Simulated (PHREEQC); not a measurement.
A column of 0.2 m (30 cells, dispersivity 0.016 m, 3600 s a shift, diffusion coefficient 3e-10 m²/s) holds 0.013 eq of the database's cation exchanger X per kg of pore water, first in equilibrium with 0.02 mol KCl, 0.016 mol MgCl2, 0.00044 mol CaCl2 and 1e-05 mol HCl per kg of water. It is flushed with 0.021 mol ZnCl2 and 1e-05 mol HCl per kg of water, at 15 °C. Values are for the last cell. The system is closed to CO2. No solid was allowed to form.

Base run: PHREEQC, ion-association model, phreeqc.dat. Each further column changes one thing. The table gives Zn in solution (mol/kgw).

```json
[
 {"pore volumes": "0", "base": "0", "exchange capacity from 0.013 to 0.0065 eq/kgw": "0", "dispersivity from 0.016 to 0.032 m": "0"},
 {"pore volumes": "0.5167", "base": "0.000155", "exchange capacity from 0.013 to 0.0065 eq/kgw": "(withheld)", "dispersivity from 0.016 to 0.032 m": "0.000912"},
 {"pore volumes": "1.017", "base": "0.00624", "exchange capacity from 0.013 to 0.0065 eq/kgw": "0.00920", "dispersivity from 0.016 to 0.032 m": "0.00812"},
 {"pore volumes": "1.517", "base": "0.0152", "exchange capacity from 0.013 to 0.0065 eq/kgw": "(withheld)", "dispersivity from 0.016 to 0.032 m": "0.0148"},
 {"pore volumes": "2.017", "base": "0.0193", "exchange capacity from 0.013 to 0.0065 eq/kgw": "(withheld)", "dispersivity from 0.016 to 0.032 m": "0.0183"},
 {"pore volumes": "2.517", "base": "0.0205", "exchange capacity from 0.013 to 0.0065 eq/kgw": "0.0208", "dispersivity from 0.016 to 0.032 m": "0.0199"},
 {"pore volumes": "3.017", "base": "0.0209", "exchange capacity from 0.013 to 0.0065 eq/kgw": "0.0209", "dispersivity from 0.016 to 0.032 m": "0.0205"}
]
```

Problem. Some entries are withheld; supply them.

Solution. 
- 0.5167, exchange capacity from 0.013 to 0.0065 eq/kgw: 0.000463
- 1.517, exchange capacity from 0.013 to 0.0065 eq/kgw: 0.0172
- 2.017, exchange capacity from 0.013 to 0.0065 eq/kgw: 0.0200
